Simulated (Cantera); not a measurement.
Input: 1 mol CH3SiCl3, 0.29 mol C3H8, 4.6 mol H2, at 900 K and 0.00110 bar.

These are equilibrium values from Cantera (NASA tables, ideal gas, pure condensed phases), not measurements of a reactor. Candidate condensed phases: C, C6H6, C7H8, C8H18, Si, SiC; 109 gas species. The feed counts by its element totals alone. The tables' values for SiCl3 are old estimates; treat these amounts as uncertain. Kinetics and transport are ignored.

Base state: H2 0.782, HCl 0.171, SiCl4 0.0463, SiHCl3 0.000601, CH4 0.000210, SiCl3 8.53e-5 (mole fractions); condensed: C(graphite) + SiC(s).

What changes in the equilibrium state with this change: CH3SiCl3 replaced by SiCl4?


```
species             before     after
----------------  --------  --------
H2                   0.782     0.713
HCl                  0.171     0.194
SiCl4               0.0463    0.0915
SiCl3              8.53e-5  0.000142
SiHCl3            0.000601  0.000957
SiCl2              7.48e-6   1.05e-5
CH4               0.000210  0.000175
C(graphite), mol      1.26     0.527
SiC(s), mol          0.607     0.342
```

What changes in the equilibrium state with this change: pressure from 0.00110 bar to 0.100 bar?


```csv
species,before,after
H2,0.782,0.835
SiCl4,0.0463,0.0759
HCl,0.171,0.0648
CH4,0.000210,0.0217
SiHCl3,0.000601,0.00278
SiCl3,8.53e-5,4.00e-5
"C(graphite), mol",1.26,1.32
"SiC(s), mol",0.607,0.373
```
